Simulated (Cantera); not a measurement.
**Thermodynamics of carbon deposition, reforming and gasification, feed n-butane + O2 + N2 + H2O**

Feed: 1 mol n-butane, 0.04 mol O2, 0.34 mol N2, 5.6 mol H2O, equilibrated at 0.100 bar.

These are equilibrium values from Cantera (NASA tables, ideal gas, pure condensed phases), not measurements of a reactor. Candidate condensed phases: C, C6H6, C7H8, C8H18, H2O; 136 gas species. The numbers say what is thermodynamically allowed, not how fast it happens.

```csv
T (K),x H2,x CO,x H2O,x CO2,x CH4,x N2,n C(graphite)
850,0.621,0.181,0.0793,0.0705,0.0240,0.0240,0.101
925,0.639,0.219,0.0685,0.0474,0.00282,0.0229,0
1000,0.635,0.229,0.0743,0.0385,0.000298,0.0228,0
1075,0.629,0.235,0.0802,0.0323,4.17e-5,0.0228,0
1150,0.625,0.240,0.0850,0.0275,7.56e-6,0.0228,0
1225,0.621,0.244,0.0887,0.0237,1.70e-6,0.0228,0
1300,0.618,0.247,0.0917,0.0208,4.56e-7,0.0228,0
1375,0.615,0.249,0.0940,0.0184,1.42e-7,0.0228,0
1450,0.614,0.251,0.0959,0.0165,4.98e-8,0.0228,0
```
x: gas mole fraction; n: condensed amount in mol.

At 850 K the condensed part is C(graphite). From 925 K to 1450 K nothing is condensed. The main C-bearing gas is CO throughout.
